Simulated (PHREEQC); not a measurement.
A solution holds 2.1 mol KOH and 0.0027 mol Na2B4O7 per kg of water, at 20 °C. Closed to the air; pH follows from the charge balance.

All values are PHREEQC results (Pitzer model, pitzer.dat), not measurements.

```yaml
pH: 14.58
ionic_strength: 2.10 mol/kgw
activity_of_water: 0.918
density: 1.095 g/cm³
osmotic_coefficient: 1.121
total_alkalinity: 2100 meq/kg
```

| species | molality | activity | log γ |
|---|---|---|---|
| K+ | 2.10 | 1.43 | -0.166 |
| OH- | 2.10 | 2.40 | 0.059 |
| B(OH)4- | 0.0108 | 0.00707 | -0.184 |
| Na+ | 0.00540 | 0.00274 | -0.294 |
| B(OH)3 | 6.31e-8 | 3.50e-8 | -0.256 |

Precipitation was switched off in this run. In brines, pH and single-ion activities rest on the MacInnes convention.
